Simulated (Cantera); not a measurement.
A perfectly stirred reactor is fed with 0.619 % CO, 3.28 % O2, 5.01 % H2O, 91.1 % N2, equivalence ratio 0.094, at 500000 Pa; it is held at 1000 K, and followed from long to short residence time.

Detailed kinetics in Cantera: GRI-Mech 3.0 (53 species, 325 reactions).

### Question
Predict: x(CO) at τ = 27.0 s; x(O2) at τ = 27.0 s; x(H2O) at τ = 27.0 s; x(H2) at τ = 27.0 s; x(CO2) at τ = 27.0 s; x(CO) at τ = 0.270 s; x(O2) at τ = 0.270 s; x(H2O) at τ = 0.270 s; x(H2) at τ = 0.270 s; x(CO2) at τ = 0.270 s.

### Answer
```json
{
  "x(CO) at τ = 27.0 s": "0.000739",
  "x(O2) at τ = 27.0 s": "0.0301",
  "x(H2O) at τ = 27.0 s": "0.0502",
  "x(H2) at τ = 27.0 s": "1.36e-6",
  "x(CO2) at τ = 27.0 s": "0.00547",
  "x(CO) at τ = 0.270 s": "0.00512",
  "x(O2) at τ = 0.270 s": "0.0323",
  "x(H2O) at τ = 0.270 s": "0.0501",
  "x(H2) at τ = 0.270 s": "5.49e-6",
  "x(CO2) at τ = 0.270 s": "0.00108"
}
```
